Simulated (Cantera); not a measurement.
Input: 1 mol CuO, 2.2 mol CO, 2.8 mol H2, 5.6 mol CH4, held at 2002 °C and 1000 Pa.

These are equilibrium values from Cantera (NASA tables, ideal gas, pure condensed phases), not measurements of a reactor. Candidate condensed phases: C, C6H6, C7H8, C8H18, Cu, CuO, Cu(OH)2, Cu2O, H2O; 113 gas species. Kinetics and transport are ignored.

Base state: H2 0.704, CO 0.170, H 0.0712, Cu 0.0530, C2H2 (acetylene) 0.00268, C2H 1.15e-5 (mole fractions); condensed: C(graphite).

Problem. What changes in the equilibrium state with this change: temperature from 2002 °C to 1700 °C?

Solution. 
| species | before | after |
|---|---|---|
| H2 | 0.704 | 0.758 |
| CO | 0.170 | 0.175 |
| Cu | 0.0530 | 0.0546 |
| H | 0.0712 | 0.0118 |
| C2H | 1.15e-5 | 1.29e-7 |
| C2H2 (acetylene) | 0.00268 | 0.000486 |
| Cu2 | 6.46e-6 | 3.35e-5 |
| C(graphite), mol | 4.50 | 4.58 |

Problem. What changes in the equilibrium state with this change: CuO replaced by Fe3O4?

Solution. 
```
species            before    after
----------------  -------  -------
H2                  0.704    0.551
CO                  0.170    0.259
Fe                      0    0.125
Cu                 0.0530        0
H                  0.0712   0.0630
C2H2 (acetylene)  0.00268  0.00210
C2H               1.15e-5  1.02e-5
C(graphite), mol     4.50     1.50
```
Further candidate phases: Fe, Fe(CO)5, FeO, Fe(OH)2, Fe(OH)3, Fe2O3, Fe3O4.
